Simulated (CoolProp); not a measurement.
Properties of CHF3 (R23) along the isotherm 201.85 °C (Tc = 26.1 °C, pc = 4832 kPa, ω = 0.263).

Values from CoolProp's reference Helmholtz-energy equation of state, Penoncello 2003.

```csv
p (kPa),phase,Z,cv (kJ/(kg K)),speed of sound (m/s),isothermal compressibility (1/MPa),viscosity (µPa s),conductivity (mW/(m K))
161,gas,0.9980,0.8439,253.4,6.224,22.6,23.1
322,gas,0.9959,0.8446,?,3.118,22.6,23.3
483,gas,0.9939,0.8452,252.8,2.083,22.6,23.5
644,gas,0.9919,?,252.5,1.565,22.6,23.7
805,gas,0.9899,0.8465,252.3,1.255,22.6,?
966,gas,0.9879,0.8471,252.0,1.048,22.6,24.0
1130,gas,0.9859,0.8478,251.7,0.8975,22.6,24.2
1290,gas,0.9839,0.8484,251.5,0.7877,22.7,24.3
1450,gas,0.9819,0.8491,251.2,0.7021,22.7,24.5
1610,gas,0.9800,0.8497,?,0.6336,22.7,24.7
1770,gas,0.9780,0.8504,?,0.5774,22.7,24.8
1930,gas,0.9761,0.8510,250.5,0.5305,22.7,25.0
2090,gas,?,0.8516,250.2,0.4908,22.8,25.1
2250,gas,0.9722,0.8523,250.0,0.4568,22.8,25.3
2420,gas,0.9702,0.8530,249.8,0.4255,22.8,25.5
```

### Question
Fill in the missing entries.

### Answer

- 322, speed of sound (m/s): 253.1
- 644, cv (kJ/(kg K)): 0.8459
- 805, conductivity (mW/(m K)): 23.8
- 1610, speed of sound (m/s): 251.0
- 1770, speed of sound (m/s): 250.7
- 2090, Z: 0.9742

Viscosity comes from a separate model (Shan 2000). Thermal conductivity comes from a separate model (Shan 2000).
